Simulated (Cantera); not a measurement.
A perfectly stirred reactor is fed with 30.6 % H2, 13.9 % O2, 52.4 % N2, 3.03 % H2O, equivalence ratio 1.1, at 310000 Pa; it is adiabatic with a 725 K inlet, and is followed from long to short residence time, starting on the burning branch (τ in s: 0.48, 0.13, 0.035, 0.0094, 0.0025, 0.00069, 0.00018, 5e-05, 1.3e-05, 3.6e-06).

Cantera simulation using the H2/O2 subset of GRI-Mech 3.0, which has no nitrogen chemistry; the numbers are that mechanism's predictions, not measurements. The hydrogen kinetics of GRI-Mech 3.0 are dated; newer H2 mechanisms differ, most at raised pressure.

One state of this run: T (K) = 2424; x H2 = 0.0511; x O2 = 0.00799; x H2O = 0.316; x H2O2 = 5.46e-7; x H = 0.0131; x OH = 0.0154; x HO2 = 7.01e-6. x: mole fraction; the columns are a selection and need not sum to one.

Task: Which value of τ (s) does it belong to?
A. 0.48
B. 0.035
C. 0.0094
D. 0.00018

Result: D, 0.00018
